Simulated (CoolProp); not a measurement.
Saturation properties of oxygen (Tc = 154.6 K, pc = 5.046 MPa, ω = 0.022).

Values from CoolProp's reference Helmholtz-energy equation of state, Schmidt 1985.

| T (K) | p (MPa) | liquid density (kg/m³) | vapour Z | surface tension (mN/m) | liquid conductivity (mW/(m K)) |
|---|---|---|---|---|---|
| 105.8 | 0.4020 | 1059 | 0.9137 | 9.36 | 128 |
| 108.4 | 0.4858 | 1045 | 0.9014 | 8.75 | 124 |
| 111.1 | 0.5858 | 1029 | 0.8876 | 8.13 | 120 |
| 113.7 | 0.6955 | 1014 | 0.8733 | 7.53 | 116 |
| 116.4 | 0.8245 | 996.9 | 0.8573 | 6.93 | 113 |
| 119 | 0.9642 | 980.4 | 0.8407 | 6.36 | 109 |
| 121.7 | 1.127 | 962.5 | 0.8224 | 5.77 | 105 |
| 124.3 | 1.301 | 944.7 | 0.8035 | 5.22 | 101 |
| 127 | 1.501 | 925.2 | 0.7825 | 4.65 | 97.0 |
| 129.6 | 1.714 | 905.6 | 0.7608 | 4.12 | 93.2 |
| 132.3 | 1.958 | 884.0 | 0.7367 | 3.58 | 89.3 |
| 134.9 | 2.215 | 861.9 | 0.7117 | 3.08 | 85.5 |
| 137.6 | 2.506 | 837.1 | 0.6836 | 2.57 | 81.7 |
| 140.2 | 2.812 | 811.2 | 0.6540 | 2.10 | 77.9 |
| 142.9 | 3.158 | 781.2 | 0.6201 | 1.62 | 74.1 |

It boils at 90.2 K under 1 atm.

Thermal conductivity comes from a separate model (Lemmon 2004). Surface tension comes from a separate correlation (Mulero 2012).
